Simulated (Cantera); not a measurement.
Chemical vapour transport: AlN + Cl2 + H2

A closed system holds: 1 mol AlN, a varied amount of Cl2, 0.21 mol H2, equilibrated at 975 K and 1000 Pa.

Method: chemical equilibrium by Gibbs-energy minimisation in Cantera with the NASA 1993 tables (ideal gas, pure condensed phases). Candidate condensed phases: Al, AlCl3, AlN, NH4Cl; 20 gas species. Rates play no part.

From 0.031 mol Cl2 to 0.44 mol Cl2 the condensed part is AlN(s). The main Al-bearing gas is AlCl3 throughout. The share of Al in condensed phases is highest at 0.031 mol Cl2 (98.6 %) and lowest at 0.44 mol Cl2 (73.6 %).

| n(Cl2) (mol) | x H2 | x AlCl3 | x N2 | x HCl | x Al2Cl6 | x AlCl2 | n AlN(s) |
|---|---|---|---|---|---|---|---|
| 0.031 | 0.827 | 0.0561 | 0.0281 | 0.0888 | 4.47e-6 | 1.78e-6 | 0.986 |
| 0.038 | 0.798 | 0.0697 | 0.0349 | 0.0973 | 6.90e-6 | 1.99e-6 | 0.983 |
| 0.048 | 0.761 | 0.0884 | 0.0442 | 0.107 | 1.11e-5 | 2.24e-6 | 0.977 |
| 0.06 | 0.720 | 0.110 | 0.0548 | 0.116 | 1.70e-5 | 2.49e-6 | 0.970 |
| 0.074 | 0.678 | 0.132 | 0.0663 | 0.124 | 2.49e-5 | 2.74e-6 | 0.962 |
| 0.093 | 0.628 | 0.161 | 0.0805 | 0.131 | 3.67e-5 | 3.02e-6 | 0.951 |
| 0.12 | 0.568 | 0.196 | 0.0983 | 0.138 | 5.48e-5 | 3.34e-6 | 0.935 |
| 0.15 | 0.513 | 0.230 | 0.115 | 0.142 | 7.54e-5 | 3.62e-6 | 0.917 |
| 0.18 | 0.467 | 0.260 | 0.130 | 0.144 | 9.57e-5 | 3.84e-6 | 0.899 |
| 0.23 | 0.405 | 0.300 | 0.150 | 0.144 | 0.000128 | 4.13e-6 | 0.868 |
| 0.28 | 0.357 | 0.333 | 0.167 | 0.142 | 0.000158 | 4.35e-6 | 0.837 |
| 0.35 | 0.306 | 0.370 | 0.185 | 0.139 | 0.000194 | 4.58e-6 | 0.793 |
| 0.44 | 0.257 | 0.407 | 0.203 | 0.133 | 0.000235 | 4.80e-6 | 0.736 |
x: gas mole fraction; n: condensed amount in mol.
